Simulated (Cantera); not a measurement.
Input: 1 mol CuO, 1.2 mol CO, 2.8 mol H₂, 0.56 mol CH₄, equilibrated at 21.8 Torr.

Equilibrium computed with Cantera from the NASA thermochemical tables; the gas is ideal and each condensed phase is pure. Candidate condensed phases: C, C₆H₆, C₇H₈, C₈H₁₈, Cu, CuO, Cu(OH)₂, Cu₂O, H₂O; 113 gas species. Rates play no part.

### Question
What share of the Cu ends up in condensed phases as a function of T (K), at 1500, 1600, 1700, 1800, 1900, 2000, 2100?

### Answer
```tsv
T (K)	Cu condensed (%)	as
1500	99.8	Cu(l)
1600	99.2	Cu(l)
1700	96.9	Cu(l)
1800	89.1	Cu(l)
1900	66.2	Cu(l)
2000	0.0	-
2100	0.0	-
```
